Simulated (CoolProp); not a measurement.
Dodecamethylcyclohexasiloxane (D6) along the isotherm 620 K: density (kg/m³) from the reference equation and from simpler models built on Tc = 645.8 K, pc = 0.9614 MPa, ω = 0.736; each cubic takes its own stable root.

Values from CoolProp's reference Helmholtz-energy equation of state, Colonna 2008. It is a short technical equation, of lower accuracy than the large ones.

| p (MPa) | phase | reference |
|---|---|---|
| 0.0961 | gas | 8.722 |
| 0.192 | gas | 18.42 |
| 0.288 | gas | 29.38 |
| 0.385 | gas | 42.19 |
| 0.481 | gas | 57.32 |
| 0.577 | gas | 76.50 |
| 0.673 | liquid | 497.0 |
| 0.769 | liquid | 505.0 |
| 0.865 | liquid | 512.0 |
| 0.961 | liquid | 518.2 |
| 1.06 | liquid | 524.0 |
| 1.15 | liquid | 528.8 |
| 1.25 | liquid | 533.7 |
| 1.35 | liquid | 538.3 |
| 1.44 | liquid | 542.2 |

Q: How far does each simpler model (Redlich-Kwong, Peng-Robinson) lie from the reference over these 15 states: mean and median of the absolute difference, and the worst?

A: 
- Redlich-Kwong: mean 16.5 %, median 14.5 %, worst -81.6 % at 620 K and 0.673 MPa
- Peng-Robinson: mean 1.4 %, median 1.4 %, worst -3.0 % at 620 K and 0.673 MPa

At some of these states Redlich-Kwong gives the other phase, because its saturation line lies elsewhere.
